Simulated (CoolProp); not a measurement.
Vapour-liquid equilibrium of R125 (1) + R1234yf (2) at 315.3 K; x and y are mole fractions of (1).

Model: multi-fluid Helmholtz-energy mixture model, Lemmon 2005 and Lemmon 2022; pair parameters Bell 2023, in CoolProp.

**Question.** Give the bubble pressure and the first vapour's composition at x = 0.55, 0.75, 0.85. Is there an azeotrope?

**Answer.** x = 0.55: 16.15 bar, y = 0.652; x = 0.75: 18.28 bar, y = 0.818; x = 0.85: 19.39 bar, y = 0.893. No azeotrope shows between x = 0.05 and 0.95.

Pair parameters are fitted to limited data, so mixtures are less certain than the pure fluids.
